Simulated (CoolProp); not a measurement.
Saturation properties of C3F8 (R218) (Tc = 345.0 K, pc = 2.640 MPa, ω = 0.317).

Values from CoolProp's reference Helmholtz-energy equation of state, Lemmon 2006. It is a short technical equation, of lower accuracy than the large ones.

```tsv
T (K)	p (MPa)	liquid density (kg/m³)	liquid cp (kJ/(kg K))
180.9	0.003188	1814	0.8672
196.5	0.01070	1759	0.8947
212	0.02891	1703	0.9241
227.6	0.06695	1645	0.9559
243.1	0.1361	1585	0.9906
258.7	0.2517	1520	1.030
274.2	0.4288	1450	1.076
289.8	0.6881	1371	1.135
305.3	1.047	1279	1.219
320.9	1.535	1164	1.380
```

It boils at 236.4 K under 1 atm.
